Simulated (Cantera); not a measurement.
**Thermodynamics of silicon nitride deposition, feed SiH2Cl2 + N2 + NH3**

A closed system holds: 1 mol SiH2Cl2, 0.75 mol N2, a varied amount of NH3, equilibrated at 1973.15 K and 0.100 bar.

These are equilibrium values from Cantera (NASA tables, ideal gas, pure condensed phases), not measurements of a reactor. Candidate condensed phases: NH4Cl, Si, Si3N4; 28 gas species. The tables' values for SiCl3, SiCl, SiN are old estimates; treat these amounts as uncertain. Gases not in the tables: Si2H6 and higher silanes. Kinetics and transport are ignored.

| n(NH3) (mol) | log p H2 | log p N2 | log p HCl | log p SiCl2 | log p H | log p SiCl3 | n Si(l) |
|---|---|---|---|---|---|---|---|
| 3 | -1.24 | -1.59 | -1.95 | -2.25 | -3.49 | -4.17 | 0.496 |
| 4.2 | -1.22 | -1.59 | -2.01 | -2.40 | -3.48 | -4.40 | 0.544 |
| 6 | -1.20 | -1.60 | -2.09 | -2.58 | -3.47 | -4.67 | 0.599 |
| 8.4 | -1.18 | -1.60 | -2.17 | -2.77 | -3.46 | -4.95 | 0.650 |
| 12 | -1.17 | -1.60 | -2.27 | -2.99 | -3.45 | -5.27 | 0.702 |
| 17 | -1.16 | -1.60 | -2.38 | -3.21 | -3.45 | -5.61 | 0.748 |
| 24 | -1.15 | -1.60 | -2.50 | -3.45 | -3.44 | -5.97 | 0.787 |
| 33 | -1.14 | -1.60 | -2.61 | -3.68 | -3.44 | -6.31 | 0.814 |
| 47 | -1.14 | -1.60 | -2.74 | -3.95 | -3.44 | -6.71 | 0.834 |
log p: log10 of the partial pressure in bar; n: condensed amount in mol.

From 3 mol NH3 to 47 mol NH3 the condensed part is Si(l). The main Si-bearing gas is SiCl2 throughout. The share of Si in condensed phases is highest at 47 mol NH3 (83.4 %) and lowest at 3 mol NH3 (49.6 %).
